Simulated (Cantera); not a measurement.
Charge: 1 mol CaF2, 0.3 mol H2, equilibrated at 2100 K and 0.100 bar.

Method: chemical equilibrium by Gibbs-energy minimisation in Cantera with the NASA 1993 tables (ideal gas, pure condensed phases). Candidate condensed phases: Ca, CaF2; 15 gas species. Equilibrium is a limit: real reactors are often held back by kinetics, nucleation or transport.

Base state: H2 0.855, CaF2 0.0932, HF 0.0236, CaF 0.0155, H 0.00911, Ca 0.00403 (mole fractions); condensed: CaF2(l).

Q: What changes in the equilibrium state with this change: CaF2 replaced by NaI?

A: 
```json
[
 {"species": "NaI", "before": "0", "after": "0.601"},
 {"species": "H2", "before": "0.855", "after": "0.204"},
 {"species": "Na", "before": "0", "after": "0.0951"},
 {"species": "CaF2", "before": "0.0932", "after": "0"},
 {"species": "I", "before": "0", "after": "0.0892"},
 {"species": "HF", "before": "0.0236", "after": "0"},
 {"species": "CaF", "before": "0.0155", "after": "0"},
 {"species": "HI", "before": "0", "after": "0.00599"},
 {"species": "Ca", "before": "0.00403", "after": "0"},
 {"species": "NaH", "before": "0", "after": "0.000105"},
 {"species": "CaF2(l), mol", "before": "0.961", "after": "0"}
]
```
Gases not in the tables: NaBr and NaI dimers. Further candidate phases: I2, Na, NaI.

Q: What changes in the equilibrium state with this change: temperature from 2100 K to 673.15 K?

A: 
```
species        before  after
------------  -------  -----
H2              0.855   1.00
CaF2           0.0932  <1e-9
HF             0.0236  <1e-9
CaF            0.0155  <1e-9
H             0.00911  <1e-9
Ca            0.00403  <1e-9
CaF2(l), mol    0.961      0
CaF2(s), mol        0   1.00
```
